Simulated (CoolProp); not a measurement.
CH3F (R41) along the isotherm 353.6 K: density (kg/m³) from the reference equation and from simpler models built on Tc = 317.3 K, pc = 5.906 MPa, ω = 0.200; each cubic takes its own stable root.

The numbers come from the reference Helmholtz-energy equation of state, Lemmon 2006 in CoolProp. It is a short technical equation, of lower accuracy than the large ones.

```tsv
p (MPa)	phase	reference
2.11	gas	27.19
4.22	gas	62.01
6.33	supercritical	110.1
8.44	supercritical	184.0
10.5	supercritical	292.6
12.7	supercritical	391.6
14.8	supercritical	446.8
16.9	supercritical	483.1
19	supercritical	509.9
21.1	supercritical	531.1
23.2	supercritical	548.8
25.3	supercritical	564.0
27.4	supercritical	577.3
29.5	supercritical	589.2
```

Q: How far does each simpler model (ideal gas, van der Waals, Redlich-Kwong) lie from the reference over these 14 states: mean and median of the absolute difference, and the worst?

A: 
- ideal gas: mean 46.5 %, median 49.6 %, worst -62.5 % at 353.6 K and 12.7 MPa
- van der Waals: mean 20.9 %, median 28.4 %, worst -33.2 % at 353.6 K and 29.5 MPa
- Redlich-Kwong: mean 13.6 %, median 19.0 %, worst -19.8 % at 353.6 K and 19 MPa
